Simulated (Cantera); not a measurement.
A closed system holds: 1 mol CH3F, 0.62 mol H2, 0.4 mol F2, equilibrated at 1.33 mbar.

Cantera equilibrium calculation (NASA polynomials, part measured and part estimated; ideal gas, pure solids and liquids). Candidate condensed phases: C, C6H6, C7H8, C8H18; 95 gas species. Kinetics and transport are ignored.

x: gas mole fraction; n: condensed amount in mol.

```csv
T (K),x HF,x H,x H2,x F,x C3,x C2H2 (acetylene),n C(graphite)
1673,0.595,0.00198,0.403,2.46e-7,1.31e-12,2.29e-5,1.000
1773,0.595,0.00493,0.400,1.06e-6,3.72e-11,5.61e-5,1.000
1873,0.593,0.0111,0.396,3.95e-6,7.32e-10,0.000124,0.999
1973,0.589,0.0230,0.388,1.29e-5,1.06e-8,0.000248,0.998
2073,0.583,0.0440,0.373,3.76e-5,1.18e-7,0.000457,0.997
2173,0.573,[?],0.348,[?],[?],[?],0.995
2273,0.557,0.129,0.313,0.000250,7.57e-6,0.00118,0.992
2373,0.537,[?],[?],[?],[?],[?],0.988
2473,0.511,0.278,0.207,0.00134,0.000244,0.00200,0.981
2573,0.483,0.362,0.148,0.00297,0.00112,0.00216,0.966
2673,0.454,0.434,0.0958,0.00655,0.00460,0.00205,0.912
```

### Question
What belongs in the gaps?

### Answer

- 2173, x H: 0.0780
- 2173, x F: 0.000101
- 2173, x C3: 1.04e-6
- 2173, x C2H2 (acetylene): 0.000769
- 2373, x H: 0.197
- 2373, x H2: 0.264
- 2373, x F: 0.000589
- 2373, x C3: 4.63e-5
- 2373, x C2H2 (acetylene): 0.00163
